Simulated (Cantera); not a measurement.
What does this Cantera script print?

```python
import numpy as np
import cantera as ct

surf = ct.Interface("diamond.yaml", "diamond_100")
gas, bulk = surf.adjacent["gas"], surf.adjacent["diamond"]
k = surf.kinetics_species_index(bulk.species_names[0])
cover = ["c6HH", "c6H*", "c6*H", "c6**", "c6HM", "c6B"]

rows, drift = [], 0.0
print(f"{'xCH3':>10s}{'um/h':>11s}" + "".join(f"{s:>11s}" for s in cover))
for v in [1e-06, 2.2e-06, 5e-06, 1.1e-05, 2.5e-05, 5.5e-05, 0.00012, 0.00027, 0.00061]:
    T, P, xH, xCH3 = 1423, 7900, 0.0091, v
    gas.TPX = T, P, {"H": xH, "CH3": xCH3, "CH4": 0.0031, "H2": 1 - xH - xCH3 - 0.0031}
    surf.TP = bulk.TP = T, P
    surf.coverages = "c6H*:0.1, c6HH:0.9"
    surf.advance_coverages(100.0)
    before = surf.coverages
    surf.advance_coverages(100.0)
    drift = max(drift, np.max(np.abs(surf.coverages - before) / (surf.coverages + 1e-9)))
    rate = surf.net_production_rates[k] * bulk.mean_molecular_weight / bulk.density * 3.6e9
    rows.append([rate, *surf[cover].coverages])
    print(f"{v:10.4g}{rate:11.4e}" + "".join(f"{x:11.3e}" for x in rows[-1][1:]))
```

Result:

```
      xCH3       um/h       c6HH       c6H*       c6*H       c6**       c6HM        c6B
     1e-06 2.1350e-02  3.244e-01  6.198e-02  5.478e-01  6.576e-02  3.976e-07  5.793e-11
   2.2e-06 4.6969e-02  3.244e-01  6.198e-02  5.478e-01  6.576e-02  8.746e-07  1.275e-10
     5e-06 1.0674e-01  3.244e-01  6.198e-02  5.478e-01  6.575e-02  1.988e-06  2.896e-10
   1.1e-05 2.3480e-01  3.244e-01  6.198e-02  5.478e-01  6.575e-02  4.373e-06  6.371e-10
   2.5e-05 5.3348e-01  3.244e-01  6.198e-02  5.478e-01  6.573e-02  9.937e-06  1.448e-09
   5.5e-05 1.1729e+00  3.244e-01  6.197e-02  5.478e-01  6.568e-02  2.185e-05  3.183e-09
   0.00012 2.5556e+00  3.244e-01  6.197e-02  5.477e-01  6.558e-02  4.765e-05  6.935e-09
   0.00027 5.7320e+00  3.244e-01  6.195e-02  5.475e-01  6.536e-02  1.071e-04  1.555e-08
   0.00061 1.2859e+01  3.243e-01  6.191e-02  5.472e-01  6.486e-02  2.411e-04  3.489e-08
```

Cantera simulation using the Harris–Goodwin 1993 mechanism for the reconstructed diamond (100) surface; the numbers are that mechanism's predictions, not measurements.
